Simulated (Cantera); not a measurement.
Charge: 1 mol HF, 0.34 mol H2O, 0.004 mol SO2, held at 2498.15 K.

Cantera equilibrium calculation (NASA polynomials, part measured and part estimated; ideal gas, pure solids and liquids). Candidate condensed phases: H2O, H2SO4, S; 43 gas species. The ideal-gas law is rough above about 30 bar. Kinetics and transport are ignored.

x: gas mole fraction; nothing condenses.

```csv
P (Pa),x HF,x H,x H2O,x O,x H2,x OH,x O2,x F
10,0.483,0.314,0.00265,0.141,0.0159,0.0108,0.00968,0.0199
120,0.594,0.167,0.0515,0.0675,0.0538,0.0330,0.0265,0.00384
1400,0.685,0.0472,0.146,0.0176,0.0502,0.0284,0.0210,0.00134
17000,0.723,___,___,___,___,___,___,___
210000,0.736,___,0.233,___,___,___,___,___
2500000,0.741,0.000388,0.244,0.000136,0.00606,0.00324,0.00226,9.87e-5
30000000,0.741,7.47e-5,0.249,2.61e-5,0.00269,0.00143,0.000995,4.28e-5
```

What belongs in the gaps?


- 210000, x H: 0.00199
- 210000, x O: 0.000703
- 210000, x H2: 0.0133
- 210000, x OH: 0.00717
- 210000, x O2: 0.00504
- 210000, x F: 0.000228
- 17000, x H: 0.0101
- 17000, x H2O: 0.205
- 17000, x O: 0.00364
- 17000, x H2: 0.0281
- 17000, x OH: 0.0153
- 17000, x O2: 0.0110
- 17000, x F: 0.000543
